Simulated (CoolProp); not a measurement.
The fluid at 434.55 K and 0.124 MPa flows at 3 m/s in a round tube of 100 mm bore and 45 µm roughness, fully developed (64/Re and Nu = 3.66 if laminar; Colebrook and Gnielinski if turbulent). The same conditions are run with several fluids, on thermodynamics alone (safety and materials aside).

Computed with CoolProp (reference Helmholtz-energy equation of state of each fluid (ethane: Bücker 2006; oxygen: Schmidt 1985; propylene: Lemmon 2013; normal hydrogen: Leachman 2009; R141b: Lemmon 2006)).

**Question.** Rank ethane, oxygen, propylene, normal hydrogen, R141b by Reynolds number, highest first.

**Answer.** R141b (90100), propylene (35100), ethane (23600), oxygen (12000), normal hydrogen (1800)

```csv
fluid,Darcy friction factor,pressure drop (Pa/m),heat-transfer coefficient (W/(m² K)),mass flow (kg/h)
ethane,0.0259,1.21,25.9,87.8
oxygen,0.0302,1.49,12.8,93.1
propylene,0.0239,1.56,29.3,123
normal hydrogen,0.0356,0.111,8.98,5.87
R141b,0.0204,3.74,35.9,345
```

Above 300 K oxygen's equation is extrapolated.

Transport values come from each fluid's own correlations; those of propylene, R141b are estimates that may be off by 10 % or more.
